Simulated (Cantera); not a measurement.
A freely propagating, adiabatic, planar premixed flame of H2 : O2 : N2 = 1 : 0.521 : 1.82 (molar parts), unburnt at 700 K and 0.390 bar; mixture-averaged transport, grid criteria slope 0.08 and curve 0.16, no radiation.

Cantera simulation using the H2/O2 subset of GRI-Mech 3.0, which has no nitrogen chemistry; the numbers are that mechanism's predictions, not measurements. Burning velocities carry a grid error of a few per cent, more on coarse grids.

Task: How do the results move with these cheaper or finer settings: unity-Lewis-number transport; multicomponent transport; multicomponent+Soret transport; grid criteria slope 0.5, curve 1; grid criteria slope 0.25, curve 0.5; grid criteria slope 0.03, curve 0.06?

Result: 
| setting | laminar burning velocity | thermal thickness | peak x(HO2) | peak x(OH) | grid points |
|---|---|---|---|---|---|
| as above | 982 cm/s | 1.73 mm | 0.000101 | 0.0231 | 127 |
| unity-Lewis-number transport | 625 cm/s | 1.24 mm | 9.08e-5 | 0.0229 | 132 |
| multicomponent transport | 965 cm/s | 1.72 mm | 0.000101 | 0.0231 | 127 |
| multicomponent+Soret transport | 930 cm/s | 1.70 mm | 0.000101 | 0.0230 | 127 |
| grid criteria slope 0.5, curve 1 | 1400 cm/s | 2.71 mm | 9.42e-5 | 0.0233 | 46 |
| grid criteria slope 0.25, curve 0.5 | 1110 cm/s | 2.06 mm | 9.83e-5 | 0.0230 | 71 |
| grid criteria slope 0.03, curve 0.06 | 931 cm/s | 1.62 mm | 0.000102 | 0.0229 | 270 |
Unity Lewis numbers drop preferential diffusion, which matters most where H2 and H carry the flame; Soret adds thermal diffusion.
